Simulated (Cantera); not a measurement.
A freely propagating, adiabatic, planar premixed flame of 4.85 % CH₄, 0.330 % C₂H₆, 0.364 % C₃H₈, 16.9 % O₂, 77.6 % N₂, unburnt at 573 K and 9.87 atm; mixture-averaged transport, grid criteria slope 0.08 and curve 0.16, no radiation.

Computed with Cantera and GRI-Mech 3.0 (53 species, 325 reactions). Burning velocities carry a grid error of a few per cent, more on coarse grids.

Predict: laminar burning velocity; thermal thickness; peak x(C₂H₄); peak x(C₂H₂).


```
Quantity                      Value
------------------------  ---------
laminar burning velocity  21.5 cm/s
thermal thickness          0.118 mm
peak x(C₂H₄)                0.00148
peak x(C₂H₂)                9.03e-5
```
